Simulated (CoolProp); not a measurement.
Properties of sulfur dioxide at several states (Tc = 430.6 K, pc = 7.887 MPa, ω = 0.256).

The numbers come from the reference Helmholtz-energy equation of state, Gao 2016 in CoolProp.

```tsv
T (K)	p (MPa)	phase	speed of sound (m/s)	isothermal compressibility (1/MPa)	expansivity (1/kK)
299.3	7.69	liquid	…	0.001472	1.956
223.9	0.1	liquid	1192	…	1.615
385.9	4.21	liquid	464.3	0.009725	5.179
321.2	1.43	liquid	779.0	0.002252	…
```

Question: What belongs in the gaps?

Answer: 
- 299.3, speed of sound (m/s): 914.8
- 223.9, isothermal compressibility (1/MPa): 0.0007245
- 321.2, expansivity (1/kK): 2.392
